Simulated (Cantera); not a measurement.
## Thermodynamics of oxide etching and cleaning by halides, feed B₂O₃ + BCl₃ + O₂

Feed: 1 mol B₂O₃, 4.6 mol BCl₃, 2.4 mol O₂, equilibrated at 950 °C and 0.770 bar.

Equilibrium computed with Cantera from the NASA thermochemical tables; the gas is ideal and each condensed phase is pure. Candidate condensed phases: B, B₂O₃; 18 gas species. The tables' values for BOCl are old estimates; treat these amounts as uncertain. The numbers say what is thermodynamically allowed, not how fast it happens.

- x(Cl₂): 0.769
- x(BCl₃): 0.175
- x(B₃O₃Cl₃): 0.0498
- x(Cl): 0.00599
- x(BOCl): 3.53e-5
- n(B₂O₃(l)): 2.29 mol
- gas amount: 6.219 mol
- log10 activity of B(s) (absent): -15.10
